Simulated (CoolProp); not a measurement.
Vapour-liquid equilibrium of R143a (1) + propane (2) at 269.1 K; x and y are mole fractions of (1).

Values from CoolProp's multi-fluid Helmholtz-energy mixture model, Lemmon and Jacobsen 2000 and Lemmon 2009; pair parameters Bell 2016.

```csv
x,"bubble pressure, mixture model (MPa)","bubble pressure, Raoult's law (MPa)","y, mixture model","y, Raoult's law"
0.05,0.4811,0.4248,0.157,0.064
0.2,0.5891,0.4438,0.375,0.246
0.35,0.6352,0.4628,0.475,0.412
0.5,0.6546,0.4818,0.547,0.566
0.65,0.6565,0.5008,0.624,0.708
0.8,0.6361,0.5198,0.729,0.839
0.95,0.5775,0.5388,0.907,0.961
```

The largest gap from Raoult's law is +37.3 % in bubble pressure, at x = 0.35. y crosses x between x = 0.5 and 0.65: the model has an azeotrope there.

The pair parameters rest on a limited set of measurements; away from them the model extrapolates.
